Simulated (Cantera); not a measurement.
**Ignition delay**

Mixture: 6.93 % CH4, 12.6 % O2, 68.7 % N2, 11.8 % CO2, at 770000 Pa, adiabatic and at constant pressure. Ignition delay is the time to a rise of 400 K.

Model: GRI-Mech 3.0 (53 species, 325 reactions), integrated in Cantera.

| T0 (K) | delay (ms) |
|---|---|
| 1050 | 79.7 |
| 1100 | 39.2 |
| 1150 | 20.3 |
| 1200 | 11.0 |
| 1250 | 6.08 |
| 1300 | 3.45 |
| 1350 | 2.00 |

- apparent activation energy between 1250 and 1350 K = 160 kJ/mol
